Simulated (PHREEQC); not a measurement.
# Leach liquor: speciation

Dissolve 0.0029 mol/kgw HCl and 3.8e-05 mol/kgw Al2(SO4)3 at 80 °C. Closed to the air; pH follows from the charge balance.

All values are PHREEQC results (ion-association model, phreeqc.dat), not measurements.

No solid was allowed to form.

Problem. What pH, specific conductance does the model give?

Solution. pH 2.57; specific conductance 2970 µS/cm.

Problem. In which forms is Al present?

Solution. Al+3 82 %, AlSO4+ 12 %, AlOH+2 5.6 % of the Al.

At this temperature some constants are extrapolated from 25 °C, and those without enthalpy data are left unchanged.
